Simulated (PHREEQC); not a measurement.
Consider water at 30 °C with 2.8 mmol/kgw H3AsO4, 0.55 mmol/kgw NaOH and 0.065 mmol/kgw CaCl2. Closed to the air; pH follows from the charge balance.

Computed with PHREEQC (ion-association model, wateq4f.dat).

- pH: 2.82
- ionic strength: 0.00235 mol/kgw
- total alkalinity: -2.25 meq/kg

```json
[
 {"species": "H2AsO4-", "molality": "0.00215", "activity": "0.00204", "log γ": "-0.023"},
 {"species": "H+", "molality": "0.00160", "activity": "0.00152", "log γ": "-0.022"},
 {"species": "H3AsO4", "molality": "0.000649", "activity": "0.000649", "log γ": "0.000"},
 {"species": "Na+", "molality": "0.000550", "activity": "0.000521", "log γ": "-0.023"},
 {"species": "Cl-", "molality": "0.000130", "activity": "0.000123", "log γ": "-0.024"},
 {"species": "Ca+2", "molality": "6.50e-5", "activity": "5.26e-5", "log γ": "-0.092"},
 {"species": "HAsO4-2", "molality": "1.17e-7", "activity": "9.46e-8", "log γ": "-0.094"}
]
```

No solid was allowed to form. The database has no arsenate complexes of Ca.
